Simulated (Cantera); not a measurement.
## Thermodynamics of carbon deposition, reforming and gasification, feed C3H8 + NH3 + N2

Charge: 1 mol C3H8, 0.21 mol NH3, 1.2 mol N2, at 70.0 Pa.

Cantera equilibrium calculation (NASA polynomials, part measured and part estimated; ideal gas, pure solids and liquids). Candidate condensed phases: C, C6H6, C7H8, C8H18; 110 gas species. Ions and electrons are included (thermal ionisation). The numbers say what is thermodynamically allowed, not how fast it happens.

| T (K) | x H | x C | x N | x N2 | x C3 | x CN | x H2 | x C2 |
|---|---|---|---|---|---|---|---|---|
| 3000 | 0.742 | 0.0370 | 0.000171 | 0.105 | 0.0596 | 0.0204 | 0.0155 | 0.0118 |
| 3500 | 0.683 | 0.189 | 0.00255 | 0.0925 | 0.00367 | 0.0195 | 0.000936 | 0.00925 |
| 4000 | 0.663 | 0.222 | 0.0198 | 0.0871 | 1.87e-5 | 0.00667 | 0.000121 | 0.000922 |
| 4500 | 0.641 | 0.220 | 0.0803 | 0.0557 | 2.06e-7 | 0.00209 | 2.41e-5 | 0.000117 |
| 5000 | 0.615 | 0.212 | 0.155 | 0.0153 | 5.07e-9 | 0.000504 | 6.40e-6 | 2.10e-5 |
x: gas mole fraction; nothing condenses.

From 3000 K to 5000 K nothing is condensed. The main C-bearing gas is C3 at 3000 K and C at 5000 K.
